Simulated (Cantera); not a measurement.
## Thermodynamics of halide evaporation, hydrolysis and transport, feed FeCl2 + H2

Charge: 1 mol FeCl2, 0.8 mol H2, held at 0.133 bar.

Cantera equilibrium calculation (NASA polynomials, part measured and part estimated; ideal gas, pure solids and liquids). Candidate condensed phases: Fe, FeCl2, FeCl3; 11 gas species. Equilibrium is a limit: real reactors are often held back by kinetics, nucleation or transport.

From 975 °C to 1375 °C the condensed part is Fe(γ). At 1475 °C the condensed part is Fe(δ). From 1575 °C to 1675 °C the condensed part is Fe(l). The main Fe-bearing gas is FeCl2 throughout. The share of Fe in condensed phases is highest at 975 °C (38.2 %) and lowest at 1675 °C (27.4 %).

```json
[
 {"T (°C)": "975", "log p HCl": "-1.25", "log p FeCl2": "-1.35", "log p H2": "-1.51", "log p Fe2Cl4": "-3.12", "log p H": "-7.08", "n Fe(γ)": "0.382", "n Fe(δ)": "0", "n Fe(l)": "0"},
 {"T (°C)": "1075", "log p HCl": "-1.28", "log p FeCl2": "-1.33", "log p H2": "-1.48", "log p Fe2Cl4": "-3.51", "log p H": "-6.38", "n Fe(γ)": "0.357", "n Fe(δ)": "0", "n Fe(l)": "0"},
 {"T (°C)": "1175", "log p HCl": "-1.30", "log p FeCl2": "-1.31", "log p H2": "-1.46", "log p Fe2Cl4": "-3.85", "log p H": "-5.77", "n Fe(γ)": "0.336", "n Fe(δ)": "0", "n Fe(l)": "0"},
 {"T (°C)": "1275", "log p HCl": "-1.33", "log p FeCl2": "-1.30", "log p H2": "-1.45", "log p Fe2Cl4": "-4.15", "log p H": "-5.23", "n Fe(γ)": "0.317", "n Fe(δ)": "0", "n Fe(l)": "0"},
 {"T (°C)": "1375", "log p HCl": "-1.35", "log p FeCl2": "-1.29", "log p H2": "-1.43", "log p Fe2Cl4": "-4.41", "log p H": "-4.77", "n Fe(γ)": "0.302", "n Fe(δ)": "0", "n Fe(l)": "0"},
 {"T (°C)": "1475", "log p HCl": "-1.37", "log p FeCl2": "-1.28", "log p H2": "-1.42", "log p Fe2Cl4": "-4.65", "log p H": "-4.35", "n Fe(γ)": "0", "n Fe(δ)": "0.289", "n Fe(l)": "0"},
 {"T (°C)": "1575", "log p HCl": "-1.38", "log p FeCl2": "-1.27", "log p H2": "-1.42", "log p Fe2Cl4": "-4.86", "log p H": "-3.98", "n Fe(γ)": "0", "n Fe(δ)": "0", "n Fe(l)": "0.280"},
 {"T (°C)": "1675", "log p HCl": "-1.39", "log p FeCl2": "-1.27", "log p H2": "-1.41", "log p Fe2Cl4": "-5.06", "log p H": "-3.65", "n Fe(γ)": "0", "n Fe(δ)": "0", "n Fe(l)": "0.274"}
]
```
log p: log10 of the partial pressure in bar; n: condensed amount in mol.
